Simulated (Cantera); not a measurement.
Input (Python, Cantera) and output of one run.

```python
import numpy as np
import cantera as ct

gas_names = [...]  # 151 gases of nasa_gas.yaml made of C, H, N, O, Si
cond_names = """
    C(gr) C6H6(L) C7H8(L) C8H18(L),n-octa H2O(s) H2O(L) Si(cr) Si(L) SiC(b) SiO2(Lqz) SiO2(hqz) SiO2(L)
    Si2N2O(s) Si3N4(a)
""".split()


# ... load() reads the species with a 1 bar reference pressure and builds the phases ...
atoms = {
    'TEOS': {'Si': 1, 'C': 8, 'H': 20, 'O': 4},
    'O2': {'O': 2},
    'N2': {'N': 2},
}
top_T = {'C(gr)': 4500, 'SiC(b)': 3050, 'Si2N2O(s)': 2100, 'Si3N4(a)': 2400}  # K; cautious upper limits of use, not melting points


# ... equilibrate(T, P, feed) seeds the gas with the atoms and calls Mixture.equilibrate('TP', solver="vcs", rtol=1e-11, max_steps=5000) ...
results = []
feed = {'TEOS': 1, 'O2': 1.1, 'N2': 26}  # mol
P = 3300  # Pa
for T in [800, 825, 850, 875, 900, 925, 950]:
    mix = equilibrate(T, P, feed)
    results.append((T, P, feed, dict(zip(mix.species_names, mix.species_moles))))

top = {s: max(r[3][s] / sum(r[3][g] for g in gas_names) for r in results) for s in gas_names}
cols = sorted((s for s in top if top[s] > 1e-06), key=lambda s: -top[s])[:8]
seen = [c for c in cond_names if any(r[3].get(c, 0) > 1e-12 for r in results)]
print("log10 of partial pressures in bar; condensed amounts in mol")
print(f"{'T/K':>10s}" + "".join(f"{s[:9]:>10s}" for s in cols + seen))
for T, P, feed, n in results:
    ng = sum(n[g] for g in gas_names)
    print(f"{T:10.4g}" + "".join(f"{np.log10(max(n[s] / ng * P / 1e5, 1e-99)):10.3f}" for s in cols)
          + "".join(f"{n.get(c, 0):10.4g}" for c in seen))
```

Output:

```
log10 of partial pressures in bar; condensed amounts in mol
       T/K        N2        H2        CO       CO2       H2O       CH4       NH3     C(gr) SiO2(Lqz) SiO2(hqz)
       800    -1.658    -2.104    -2.659    -3.323    -3.393    -4.079    -6.509     4.742         1         0
       825    -1.662    -2.098    -2.580    -3.507    -3.577    -4.239    -6.609     4.419         1         0
       850    -1.666    -2.094    -2.531    -3.728    -3.776    -4.394    -6.705     4.178         0         1
       875    -1.668    -2.091    -2.501    -3.971    -3.982    -4.542    -6.797     4.021         0         1
       900    -1.669    -2.089    -2.484    -4.222    -4.189    -4.685    -6.885     3.926         0         1
       925    -1.670    -2.088    -2.475    -4.472    -4.391    -4.821    -6.970     3.872         0         1
       950    -1.670    -2.088    -2.470    -4.716    -4.587    -4.951    -7.050     3.841         0         1
```

These are equilibrium values from Cantera (NASA tables, ideal gas, pure condensed phases), not measurements of a reactor. The feed counts by its element totals alone.
